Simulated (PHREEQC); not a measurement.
Dissolve 0.12 mol ZnSO4, 8.8e-05 mol NaCl and 0.00069 mol NiCl2 per kg of water at 25 °C. Closed to the air; pH follows from the charge balance.

Model: ion-association model, wateq4f.dat, run in PHREEQC.

Precipitation was switched off in this run.

Estimate the pH.

pH 5.51.

In which forms is Ni present?

Ni+2 61 %, NiSO4 39 % of the Ni.

Complexes and solids missing from the database can't appear.
